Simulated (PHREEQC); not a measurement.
NaOH is added in steps, without added water, to 1 kg of water holding 0.052 mol CuSO4, 0.00021 mol HNO3 and 0.0003 mol Na2SO4, at 20 °C. Oxygen is held at 0.21 atm. No CO2 enters from the air. Only these solids could form: Tenorite, Brochantite, Antlerite, Cu2(OH)3NO3, Mirabilite, Chalcanthite.

Base run: PHREEQC, ion-association model, wateq4f.dat. Each further column changes one thing. The table gives pH.

```csv
NaOH added (mol),base,Davies equation for every ion,Debye-Hückel limiting law,metal-ligand complexes left out
0,4.03,4.04,4.07,3.86
0.015,4.11,4.12,4.33,3.93
0.03,4.21,4.22,4.40,4.03
0.0375,4.28,4.29,4.45,4.09
0.0525,4.48,4.50,4.63,4.28
0.0675,5.18,5.19,5.30,4.96
0.0825,7.01,7.01,6.89,7.03
0.09,7.02,7.02,6.90,7.04
0.105,10.93,10.95,10.87,10.93
0.12,12.23,12.25,12.16,12.23
```

The database's constant for dissolved Cu(OH)2 is higher than later reviews accept.
